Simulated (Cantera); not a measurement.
# Fluorocarbon and chlorocarbon gases: CH₃F + HCl + H₂

Charge: 1 mol CH₃F, 0.026 mol HCl, 0.14 mol H₂, at 22.0 mbar.

Cantera equilibrium calculation (NASA polynomials, part measured and part estimated; ideal gas, pure solids and liquids). Candidate condensed phases: C, C₆H₆, C₇H₈, C₈H₁₈; 135 gas species. Ions and electrons are included (thermal ionisation). Equilibrium is a limit: real reactors are often held back by kinetics, nucleation or transport.

| T (K) | log p H | log p H₂ | log p HF | log p F | log p C | log p C₃ | log p C₂ | log p HCl | log p C₂H₂ (acetylene) | n C(graphite) |
|---|---|---|---|---|---|---|---|---|---|---|
| 2000 | -3.76 | -1.94 | -1.99 | -7.20 | -10.52 | -10.56 | -11.63 | -3.58 | -5.06 | 0.998 |
| 2500 | -2.61 | -2.02 | -2.02 | -5.29 | -6.78 | -6.30 | -7.34 | -3.68 | -3.98 | 0.977 |
| 3000 | -2.02 | -2.43 | -2.12 | -3.92 | -4.30 | -3.51 | -4.50 | -4.14 | -3.63 | 0.765 |
| 3500 | -1.88 | -3.30 | -2.40 | -2.85 | -3.00 | -2.95 | -3.43 | -5.11 | -4.91 | 0 |
| 4000 | -1.87 | -4.14 | -3.11 | -2.45 | -2.48 | -3.89 | -3.53 | -6.03 | -6.95 | 0 |
| 4500 | -1.87 | -4.81 | -3.92 | -2.40 | -2.40 | -5.59 | -4.25 | -6.72 | -9.20 | 0 |
| 5000 | -1.87 | -5.35 | -4.61 | -2.39 | -2.39 | -7.13 | -4.95 | -7.26 | -11.11 | 0 |
log p: log10 of the partial pressure in bar; n: condensed amount in mol.

From 2000 K to 3000 K the condensed part is C(graphite). From 3500 K to 5000 K nothing is condensed. The main C-bearing gas is C₂H₂ (acetylene) at 2000 K and C at 5000 K.
